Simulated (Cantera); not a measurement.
Charge: 1 mol SiCl4, 0.011 mol Cl2, 3.5 mol N2, held at 1273 K and 133 Pa.

These are equilibrium values from Cantera (NASA tables, ideal gas, pure condensed phases), not measurements of a reactor. Candidate condensed phases: Si, Si3N4; 13 gas species. The tables' values for SiCl3 are old estimates; treat these amounts as uncertain. Rates play no part.

Q: What is the equilibrium state?

A: 
| Item | Result |
|---|---|
| x(N2) | 0.774 |
| x(SiCl4) | 0.221 |
| x(Cl) | 0.00453 |
| x(Cl2) | 0.000290 |
| x(SiCl3) | 0.000240 |
| x(SiCl2) | 1.71e-6 |
| gas amount | 4.522 mol |
| log10 activity of Si(s) (absent) | -11.05 |
